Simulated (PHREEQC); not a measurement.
Make-up at 20 °C: 0.0011 mol/kgw HF and 0.00081 mol/kgw (CH3)4NF. Closed to the air; pH follows from the charge balance.

Model: ion-association model, phreeqc.dat, run in PHREEQC.

```
Quantity                    Value
----------------  ---------------
pH                           3.39
ionic strength    0.00124 mol/kgw
total alkalinity     -1.10 meq/kg
```

```tsv
species	molality	activity	log γ
F-	0.00123	0.00119	-0.017
(CH3)4N+	0.000810	0.000779	-0.017
HF	0.000670	0.000670	0.000
H+	0.000427	0.000412	-0.016
HF2-	3.04e-6	2.92e-6	-0.017
```

No solid was allowed to form. Complexes and solids missing from the database can't appear. (CH3)4N+ isn't in the database: it is added as a free cation with an ion size of 4 Å.
